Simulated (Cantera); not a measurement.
An adiabatic, constant-volume homogeneous reactor starts with CH4 : C2H6 : C3H8 : O2 : N2 = 1 : 0.09 : 0.036 : 5.42 : 20.4 (molar parts), equivalence ratio 0.46, at 973 K and 12.8 atm.

Computed with Cantera and GRI-Mech 3.0 (53 species, 325 reactions). The pressure lies above the range GRI-Mech 3.0 was tuned for (to about 10 atm). Below about 1000 K GRI-Mech 3.0 lacks low-temperature oxidation paths.

Q: Predict: time of steepest temperature rise; temperature at 0.200 s; equilibrium temperature; x(CO2) at 0.200 s; x(NO2) at 0.200 s.

A: 
```json
{
  "time_of_steepest_temperature_rise": "38.5 ms",
  "temperature at 0.200 s": "2211 K",
  "equilibrium_temperature": "2211 K",
  "x(CO2) at 0.200 s": "0.0474 (gas-phase equilibrium 0.0474)",
  "x(NO2) at 0.200 s": "4.23e-5 (gas-phase equilibrium 4.25e-5)"
}
```
